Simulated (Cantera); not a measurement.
Input: 1 mol AlCl3, 0.67 mol N2, 150 mol H2.

These are equilibrium values from Cantera (NASA tables, ideal gas, pure condensed phases), not measurements of a reactor. Candidate condensed phases: Al, AlCl3, AlN, NH4Cl; 20 gas species. The tables' values for AlCl2 are old estimates. Equilibrium is a limit: real reactors are often held back by kinetics, nucleation or transport.

Problem. What condenses at these points (T in K, P in Pa): (1550, 1900); (1500, 10); (1300, 140); (1000, 100000); (1300, 37)?

Solution. 
| T (K) | P in Pa | condensed phases | Al condensed (%) |
|---|---|---|---|
| 1550 | 1900 | gas only | 0.0 |
| 1500 | 10 | gas only | 0.0 |
| 1300 | 140 | AlN | 53.4 |
| 1000 | 100000 | AlN | 82.5 |
| 1300 | 37 | AlN | 12.6 |
